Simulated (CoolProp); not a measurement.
Aqueous ethylene glycol as a coolant, 39 % by mass, freezing at -22.8 °C, 1 atm.

Values from CoolProp's Melinder's fits for secondary coolants.

| T (°C) | Prandtl number | viscosity (mPa s) | cp (kJ/(kg K)) | conductivity (W/(m K)) |
|---|---|---|---|---|
| -20.1 | 123 | 14.5 | 3.369 | 0.398 |
| -12.6 | 83.6 | 9.91 | 3.403 | 0.403 |
| -5 | 58.5 | 6.97 | 3.436 | 0.409 |
| 2.5 | 42.5 | 5.09 | 3.468 | 0.415 |
| 10.1 | 31.8 | 3.82 | 3.499 | 0.421 |
| 17.7 | 24.4 | 2.95 | 3.530 | 0.427 |
| 25.2 | 19.3 | 2.35 | 3.560 | 0.433 |
| 32.8 | 15.6 | 1.91 | 3.589 | 0.439 |
